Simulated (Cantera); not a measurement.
Feed: 1 mol SiH2Cl2, 0.048 mol Cl2, 450 mol H2, held at 1823 K and 101000 Pa.

Cantera equilibrium calculation (NASA polynomials, part measured and part estimated; ideal gas, pure solids and liquids). Candidate condensed phases: Si; 19 gas species. Gases not in the tables: Si2H6 and higher silanes. Kinetics and transport are ignored.

Base state: H2 0.995, HCl 0.00451, H 0.000429, SiCl2 6.12e-5, SiH2 3.49e-5 (mole fractions); condensed: Si(l).

Question: What changes in the equilibrium state with this change: SiH2Cl2 replaced by Si3H8?

Answer: 
| species | before | after |
|---|---|---|
| H2 | 0.995 | 0.999 |
| H | 0.000429 | 0.000430 |
| HCl | 0.00451 | 0.000211 |
| SiCl2 | 6.12e-5 | 1.33e-7 |
| SiH2 | 3.49e-5 | 3.51e-5 |
| Si(l), mol | 0.951 | 2.98 |
The feed counts by its element totals alone.

Question: What changes in the equilibrium state with this change: pressure from 101000 Pa to 270 Pa?

Answer: 
| species | before | after |
|---|---|---|
| H2 | 0.995 | 0.985 |
| H | 0.000429 | 0.00828 |
| HCl | 0.00451 | 0.00443 |
| Si | 4.36e-6 | 0.00164 |
| Si2 | 2.82e-8 | 1.06e-5 |
| SiH | 4.68e-6 | 9.02e-5 |
| Cl | 1.48e-6 | 2.84e-5 |
| SiCl | 1.50e-6 | 2.87e-5 |
| SiCl2 | 6.12e-5 | 5.97e-5 |
| Si(l), mol | 0.951 | 0.145 |
The tables' values for SiCl are old estimates; treat these amounts as uncertain.
